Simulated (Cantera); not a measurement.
Input (Python, Cantera) and output of one run.

```python
import numpy as np
import cantera as ct

gas_names = """
    CL CL2 H HCL H2 N NH NH2 NH3 N2 N2H2 N2H4 Si SiCL SiCL2 SiCL3 SiCL4 SiH SiHCL3 SiH2 SiH2CL2 SiH3
    SiH3CL SiH4 SiN Si2 Si2N Si3
""".split()
cond_names = """
    NH4CL(a) NH4CL(b) Si(cr) Si(L) Si3N4(a)
""".split()


# ... load() reads the species with a 1 bar reference pressure and builds the phases ...
atoms = {
    'SiHCl3': {'Si': 1, 'H': 1, 'CL': 3},
    'N2': {'N': 2},
}
top_T = {'Si3N4(a)': 2400}  # K; cautious upper limits of use, not melting points


# ... equilibrate(T, P, feed) seeds the gas with the atoms and calls Mixture.equilibrate('TP', solver="vcs", rtol=1e-11, max_steps=5000) ...
results = []
T = 2050  # K
P = 36  # Pa
for m in [0.38, 0.5, 0.66, 0.86, 1.1, 1.5, 1.9, 2.5, 3.3, 4.3, 5.7, 7.4, 9.7]:
    feed = {'SiHCl3': 1, 'N2': m}  # mol
    mix = equilibrate(T, P, feed)
    results.append((T, P, feed, dict(zip(mix.species_names, mix.species_moles))))
    x = sorted(zip(gas.X, gas.species_names), reverse=True)
    print(f"T = {T:g} K  P = {P:g} Pa  n(N2) = {m:g} mol  gas = {mix.phase_moles(0):.4g} mol")
    print("   x: " + "  ".join(f"{s} {v:.3e}" for v, s in x if v > 0.001))
    print("   condensed (mol): " + ("  ".join(f"{mix.phase(i).name} {mix.phase_moles(i):.4g}"
          for i in range(1, mix.n_phases) if mix.phase_moles(i) > 1e-12) or "none"))
```

Result:

```
T = 2050 K  P = 36 Pa  n(N2) = 0.38 mol  gas = 2.635 mol
   x: SiCL2 3.527e-01  HCL 2.847e-01  N2 1.442e-01  CL 1.327e-01  H2 3.604e-02  H 2.270e-02  Si 1.488e-02  SiCL 9.953e-03  SiCL3 1.942e-03
   condensed (mol): none
T = 2050 K  P = 36 Pa  n(N2) = 0.5 mol  gas = 2.761 mol
   x: SiCL2 3.356e-01  HCL 2.710e-01  N2 1.811e-01  CL 1.292e-01  H2 3.447e-02  H 2.220e-02  Si 1.496e-02  SiCL 9.732e-03  SiCL3 1.798e-03
   condensed (mol): none
T = 2050 K  P = 36 Pa  n(N2) = 0.66 mol  gas = 2.93 mol
   x: SiCL2 3.151e-01  HCL 2.545e-01  N2 2.252e-01  CL 1.248e-01  H2 3.257e-02  H 2.158e-02  Si 1.504e-02  SiCL 9.456e-03  SiCL3 1.632e-03
   condensed (mol): none
T = 2050 K  P = 36 Pa  n(N2) = 0.86 mol  gas = 3.141 mol
   x: SiCL2 2.926e-01  N2 2.738e-01  HCL 2.365e-01  CL 1.199e-01  H2 3.047e-02  H 2.087e-02  Si 1.512e-02  SiCL 9.138e-03  SiCL3 1.456e-03
   condensed (mol): none
T = 2050 K  P = 36 Pa  n(N2) = 1.1 mol  gas = 3.393 mol
   x: N2 3.241e-01  SiCL2 2.693e-01  HCL 2.180e-01  CL 1.148e-01  H2 2.827e-02  H 2.010e-02  Si 1.520e-02  SiCL 8.791e-03  SiCL3 1.282e-03
   condensed (mol): none
T = 2050 K  P = 36 Pa  n(N2) = 1.5 mol  gas = 3.813 mol
   x: N2 3.933e-01  SiCL2 2.375e-01  HCL 1.928e-01  CL 1.074e-01  H2 2.522e-02  H 1.899e-02  Si 1.530e-02  SiCL 8.280e-03  SiCL3 1.059e-03
   condensed (mol): none
T = 2050 K  P = 36 Pa  n(N2) = 1.9 mol  gas = 4.233 mol
   x: N2 4.489e-01  SiCL2 2.121e-01  HCL 1.727e-01  CL 1.014e-01  H2 2.274e-02  H 1.803e-02  Si 1.535e-02  SiCL 7.837e-03
   condensed (mol): none
T = 2050 K  P = 36 Pa  n(N2) = 2.5 mol  gas = 4.86 mol
   x: N2 5.144e-01  SiCL2 1.823e-01  HCL 1.493e-01  CL 9.393e-02  H2 1.980e-02  H 1.682e-02  Si 1.536e-02  SiCL 7.270e-03
   condensed (mol): none
T = 2050 K  P = 36 Pa  n(N2) = 3.3 mol  gas = 5.694 mol
   x: N2 5.795e-01  SiCL2 1.530e-01  HCL 1.264e-01  CL 8.618e-02  H2 1.685e-02  H 1.552e-02  Si 1.532e-02  SiCL 6.650e-03
   condensed (mol): none
T = 2050 K  P = 36 Pa  n(N2) = 4.3 mol  gas = 6.735 mol
   x: N2 6.385e-01  SiCL2 1.267e-01  HCL 1.059e-01  CL 7.877e-02  Si 1.519e-02  H 1.423e-02  H2 1.416e-02  SiCL 6.027e-03
   condensed (mol): none
T = 2050 K  P = 36 Pa  n(N2) = 5.7 mol  gas = 8.187 mol
   x: N2 6.962e-01  SiCL2 1.015e-01  HCL 8.622e-02  CL 7.106e-02  Si 1.494e-02  H 1.284e-02  H2 1.153e-02  SiCL 5.348e-03
   condensed (mol): none
T = 2050 K  P = 36 Pa  n(N2) = 7.4 mol  gas = 9.945 mol
   x: N2 7.441e-01  SiCL2 8.092e-02  HCL 7.023e-02  CL 6.422e-02  Si 1.459e-02  H 1.157e-02  H2 9.368e-03  SiCL 4.720e-03
   condensed (mol): none
T = 2050 K  P = 36 Pa  n(N2) = 9.7 mol  gas = 12.32 mol
   x: N2 7.876e-01  SiCL2 6.275e-02  CL 5.752e-02  HCL 5.602e-02  Si 1.410e-02  H 1.031e-02  H2 7.429e-03  SiCL 4.087e-03
   condensed (mol): none
```

Cantera equilibrium calculation (NASA polynomials, part measured and part estimated; ideal gas, pure solids and liquids). The tables' values for SiCl, SiCl3, SiN are old estimates; treat these amounts as uncertain.
